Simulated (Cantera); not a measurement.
## Equilibrium for calcination and drying: Ca(OH)2 + H2O

Feed: 1 mol Ca(OH)2, 7.3 mol H2O, held at 100000 Pa.

These are equilibrium values from Cantera (NASA tables, ideal gas, pure condensed phases), not measurements of a reactor. Candidate condensed phases: Ca, CaO, Ca(OH)2, H2O; 14 gas species. The numbers say what is thermodynamically allowed, not how fast it happens.

From 550 K to 750 K the condensed part is Ca(OH)2(s). From 800 K to 950 K the condensed part is CaO(s).

```json
[
 {"T (K)": "550", "x H2O": "1.00", "x H2": "1.18e-12", "x O2": "<1e-12", "x OH": "<1e-12", "n Ca(OH)2(s)": "1.00", "n CaO(s)": "0"},
 {"T (K)": "600", "x H2O": "1.00", "x H2": "<1e-12", "x O2": "<1e-12", "x OH": "<1e-12", "n Ca(OH)2(s)": "1.00", "n CaO(s)": "0"},
 {"T (K)": "650", "x H2O": "1.00", "x H2": "5.95e-12", "x O2": "2.97e-12", "x OH": "<1e-12", "n Ca(OH)2(s)": "1.00", "n CaO(s)": "0"},
 {"T (K)": "700", "x H2O": "1.00", "x H2": "5.17e-11", "x O2": "2.58e-11", "x OH": "<1e-12", "n Ca(OH)2(s)": "1.00", "n CaO(s)": "0"},
 {"T (K)": "750", "x H2O": "1.00", "x H2": "3.38e-10", "x O2": "1.68e-10", "x OH": "2.89e-12", "n Ca(OH)2(s)": "1.00", "n CaO(s)": "0"},
 {"T (K)": "800", "x H2O": "1.00", "x H2": "1.76e-9", "x O2": "8.72e-10", "x OH": "2.21e-11", "n Ca(OH)2(s)": "0", "n CaO(s)": "1.00"},
 {"T (K)": "850", "x H2O": "1.00", "x H2": "7.52e-9", "x O2": "3.73e-9", "x OH": "1.34e-10", "n Ca(OH)2(s)": "0", "n CaO(s)": "1.00"},
 {"T (K)": "900", "x H2O": "1.00", "x H2": "2.75e-8", "x O2": "1.36e-8", "x OH": "6.61e-10", "n Ca(OH)2(s)": "0", "n CaO(s)": "1.00"},
 {"T (K)": "950", "x H2O": "1.00", "x H2": "8.77e-8", "x O2": "4.32e-8", "x OH": "2.77e-9", "n Ca(OH)2(s)": "0", "n CaO(s)": "1.00"}
]
```
x: gas mole fraction; n: condensed amount in mol.
